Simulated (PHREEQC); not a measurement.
## Alkaline etch or developer

Make-up at 25 °C: 4.4 mmol/kgw LiOH and 0.46 mmol/kgw H4SiO4. It is in equilibrium with CO2 at log p = -3.5 (atm). Otherwise closed; pH follows from the charge balance.

All values are PHREEQC results (ion-association model, phreeqc.dat), not measurements.

Precipitation was switched off in this run.

Problem. Predict the pH, ionic strength.

Solution. pH 8.89; ionic strength 0.00458 mol/kgw.

Problem. In which forms is Si present?

Solution. H4SiO4 89 %, H3SiO4- 11 % of the Si.

Saturation is exceeded, for instance for Quartz (slow to form), Chalcedony (slow to form); the values hold only as long as no solid forms. Complexes and solids missing from the database can't appear.
